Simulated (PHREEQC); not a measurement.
Consider water at 20 °C with 3.2 mol HCl and 0.16 mol MgSO4 per kg of water. Closed to the air; pH follows from the charge balance.

All values are PHREEQC results (Pitzer model, pitzer.dat), not measurements.

This is a speciation only: nothing precipitates in the calculation.

Question: Predict the pH.

Answer: pH -1.08.

Question: In which forms is S present?

Answer: HSO4- 75 %, SO4-2 25 % of the S.

In brines, pH and single-ion activities rest on the MacInnes convention.
